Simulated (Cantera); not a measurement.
A closed system holds: 1 mol Si₃N₄, 2.6 mol N₂O, 11 mol H₂, held at 0.120 Torr.

Method: chemical equilibrium by Gibbs-energy minimisation in Cantera with the NASA 1993 tables (ideal gas, pure condensed phases). Candidate condensed phases: H₂O, Si, SiO₂, Si₂N₂O, Si₃N₄; 35 gas species. Mutual solubility and eutectic melting of coexisting phases are not modelled. The tables hold silica as quartz up to 1696 K and as liquid above; real silica turns to tridymite and cristobalite and melts near 1996 K. Kinetics and transport are ignored. All values below are at 1100 °C.

Base state: H₂ 0.750, N₂ 0.240, SiO 0.00992, H 0.000228, H₂O 1.45e-5 (mole fractions); condensed: SiO₂(β-quartz) + Si₂N₂O(s).

**Question.** What changes in the equilibrium state with this change: pressure from 0.120 Torr to 10.0 Torr?

**Answer.** 
```tsv
species	before	after
H₂	0.750	0.760
N₂	0.240	0.240
H₂O	1.45e-5	6.42e-5
SiO	0.00992	2.73e-5
H	0.000228	2.51e-5
SiO₂(β-quartz), mol	0.685	0.733
Si₂N₂O(s), mol	1.08	1.13
```
